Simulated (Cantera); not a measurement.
Input: 1 mol Si, 0.55 mol Cl2, 15 mol H2, equilibrated at 973 K and 11.0 bar.

Equilibrium computed with Cantera from the NASA thermochemical tables; the gas is ideal and each condensed phase is pure. Candidate condensed phases: Si; 19 gas species. The tables' values for SiCl3 are old estimates; treat these amounts as uncertain. The numbers say what is thermodynamically allowed, not how fast it happens.

Base state: H2 0.975, SiHCl3 0.0130, SiCl4 0.00613, SiH2Cl2 0.00289, HCl 0.00258, SiH3Cl 0.000162, SiCl3 4.84e-5, SiCl2 1.10e-5 (mole fractions); condensed: Si(s).

Question: What changes in the equilibrium state with this change: temperature from 973 K to 1175 K?

Answer: 
```
species       before     after
----------  --------  --------
H2             0.975     0.969
HCl          0.00258    0.0110
SiHCl3        0.0130    0.0108
SiCl2        1.10e-5  0.000285
SiCl3        4.84e-5  0.000390
SiH3Cl      0.000162  0.000209
SiCl4        0.00613   0.00522
SiH2Cl2      0.00289   0.00289
Si(s), mol     0.661     0.697
```
